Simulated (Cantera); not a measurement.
A closed system holds: 1 mol Al, 0.91 mol I2, held at 2.40 Pa.

Cantera equilibrium calculation (NASA polynomials, part measured and part estimated; ideal gas, pure solids and liquids). Candidate condensed phases: Al, AlI3, I2; 7 gas species. Equilibrium is a limit: real reactors are often held back by kinetics, nucleation or transport.

x: gas mole fraction; n: condensed amount in mol.

| T (°C) | x AlI | x AlI3 | x I | x Al2I6 | x I2 | x Al | n Al(s) |
|---|---|---|---|---|---|---|---|
| 525 | 0.447 | 0.553 | 1.88e-5 | 1.26e-6 | 2.95e-10 | 1.15e-10 | 0.136 |
| 550 | 0.590 | 0.410 | 4.17e-5 | 4.51e-7 | 7.19e-10 | 3.75e-10 | 0 |
| 575 | 0.590 | 0.410 | 0.000116 | 3.01e-7 | 2.86e-9 | 6.69e-10 | 0 |
| 600 | 0.590 | 0.410 | [?] | [?] | [?] | [?] | 0 |
| 625 | 0.590 | 0.409 | [?] | [?] | [?] | [?] | 0 |
| 650 | 0.590 | 0.408 | 0.00177 | 1.03e-7 | 1.14e-7 | 3.15e-9 | 0 |
| 675 | 0.590 | 0.406 | 0.00398 | 7.40e-8 | 3.40e-7 | 5.02e-9 | 0 |

Question: Complete the blanks.

Answer: 
- 600, x I: 0.000303
- 600, x Al2I6: 2.06e-7
- 600, x I2: 1.05e-8
- 600, x Al: 1.15e-9
- 625, x I: 0.000750
- 625, x Al2I6: 1.44e-7
- 625, x I2: 3.58e-8
- 625, x Al: 1.93e-9
